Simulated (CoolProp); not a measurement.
Vapour-liquid equilibrium of propane (1) + isohexane (2) at 1.67 bar; x and y are mole fractions of (1).

The numbers come from the multi-fluid Helmholtz-energy mixture model, Lemmon 2009 and Lemmon 2006; pair parameters Bell 2016 in CoolProp.

```
x     bubble temperature (K)  y at the bubble point  dew temperature at overall composition x (K)  liquid density (mol/L)
----  ----------------------  ---------------------  --------------------------------------------  ----------------------
0.05                   329.1                  0.480                                             …                   7.318
0.2                        …                  0.893                                             …                   8.229
0.35                   272.4                  0.962                                         335.8                   9.002
0.5                    261.7                  0.983                                         328.0                   9.774
0.65                   254.4                  0.992                                         318.1                   10.60
0.8                    248.9                      …                                         304.2                   11.50
0.95                   244.4                      …                                         276.8                   12.50
```

Problem. Some entries are withheld; supply them.

Solution. 
- 0.05, dew temperature at overall composition x (K): 348.2
- 0.2, bubble temperature (K): 290.7
- 0.2, dew temperature at overall composition x (K): 342.4
- 0.8, y at the bubble point: 0.997
- 0.95, y at the bubble point: 0.999

No azeotrope shows between x = 0.05 and 0.95.

Pair parameters are fitted to limited data, so mixtures are less certain than the pure fluids.
